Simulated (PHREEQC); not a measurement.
0.027 g of hydrous ferric oxide (600 m²/g; 0.2 weak and 0.005 strong sites per Fe, Dzombak-Morel constants, diffuse double layer) in 1 kg of water with 0.005 mol/kgw of an inert sodium salt and 8.1e-07 mol Na2HAsO4, at 25 °C; the pH is set by adding NaOH or the inert anion's acid. Oxygen is held at 0.21 atm. The system is closed to CO2. Nothing may precipitate in this run.

Computed with PHREEQC (ion-association model, wateq4f.dat).

### Question
Predict surface charge σ (C/m²) at pH = 4, 5, 7, 7.5, 8.5.

### Answer
```json
[
 {"pH": "4", "surface charge σ (C/m²)": "0.177"},
 {"pH": "5", "surface charge σ (C/m²)": "0.086"},
 {"pH": "7", "surface charge σ (C/m²)": "0.011"},
 {"pH": "7.5", "surface charge σ (C/m²)": "0.005"},
 {"pH": "8.5", "surface charge σ (C/m²)": "-0.004"}
]
```

Complexes and solids missing from the database can't appear.
